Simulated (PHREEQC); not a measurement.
Consider water at 11 °C with 0.24 mol NH4Cl, 0.0068 mol NH3 and 0.0015 mol KCl per kg of water. Closed to the air; pH follows from the charge balance.

Computed with PHREEQC (ion-association model, wateq4f.dat).

| quantity | before | after |
|---|---|---|
| pH | 8.28 | 2.30 |
| ionic strength (mol/kgw) | 0.241 | 0.255 |
| NH3 (mol/kgw) | 0.00680 | 7.28e-9 |

Task: Name the change that produced these shifts.
(A) diluted 10-fold with water
(B) NH4Cl left out
(C) NH3 replaced by NH4Br at the same molality
(D) NH3 replaced by NH4HF2 at the same molality
(E) NH3 replaced by NH4HSO4 at the same molality

Result: E, NH3 replaced by NH4HSO4 at the same molality

This is a speciation only: nothing precipitates in the calculation. Away from 25 °C the constants follow the database's enthalpies or fits; those with neither stay at their 25 °C values.
